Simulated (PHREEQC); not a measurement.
1 kg of water holding 130 mmol/kgw Na2CO3 and 140 mmol/kgw Na2SO4 is evaporated at 30 °C; the solids stay in contact with the brine. The system is closed to CO2. Solids allowed: Burkeite, Mirabilite, Nahcolite, Natron, Thenardite, Trona. Others were left out.

All values are PHREEQC results (Pitzer model, pitzer.dat), not measurements.

```tsv
water left (kg)	ionic strength	water activity	Burkeite (mol)	Natron (mol)
1	0.806	0.989	0	0
0.8219	0.982	0.987	0	0
0.5552	1.45	0.981	0	0
0.4563	1.77	0.978	0	0
0.3083	2.62	0.968	0	0
0.2534	3.19	0.962	0	0
0.2083	3.88	0.955	0	0
0.1407	5.75	0.933	0	0
0.1157	7.00	0.918	0	0
0.09507	8.51	0.897	0	0
0.06423	12.6	0.835	0	0
0.05281	12.7	0.833	0.0155	0
0.04341	12.7	0.831	0.0286	0
0.02476	12.7	0.831	0.0465	0.0255
0.01779	12.7	0.831	0.0531	0.0352
0.007379	12.7	0.831	0.0630	0.0497
0.003508	12.7	0.831	0.0667	0.0551
```

Burkeite from water left = 0.05281 kg (pH 11.81); Natron from water left = 0.03323 kg (pH 11.84).

Species that the database lacks are ignored.
